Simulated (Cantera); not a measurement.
## Transport properties of process gases

Gas mixture: N2O : O2 = 0.52 : 0.24 (molar parts), at 0.227 atm, frozen composition.

Cantera's kinetic-theory transport with the Lennard-Jones parameters of GRI-Mech 3.0, ideal gas; thermal conductivity in the mixture-averaged form. The composition is frozen, though it would react at the higher temperatures.

```tsv
T (K)	ρ (kg/m³)	cp (J/kg/K)	μ (µPa s)	λ (mW/m/K)	Pr	D (cm²/s) C2H2	D (cm²/s) NH3	D (cm²/s) H2
400	0.278	963.0	21.0	27.9	0.725	1.01	1.36	5.04
550	0.202	1052	27.2	39.3	0.727	1.79	2.49	8.66
700	0.159	1120	32.6	50.1	0.730	2.74	3.88	13.0
850	0.131	1173	37.5	60.2	0.732	3.84	5.51	18.0
1000	0.111	1213	42.1	69.7	0.733	5.08	7.35	23.5
1150	0.0967	1241	46.3	78.7	0.731	6.44	9.38	29.7
1300	0.0856	1264	50.4	87.2	0.730	7.92	11.6	36.4
1450	0.0767	1285	54.2	95.4	0.730	9.52	14.0	43.6
```
D: mixture-averaged diffusion coefficient of that species in the mixture.
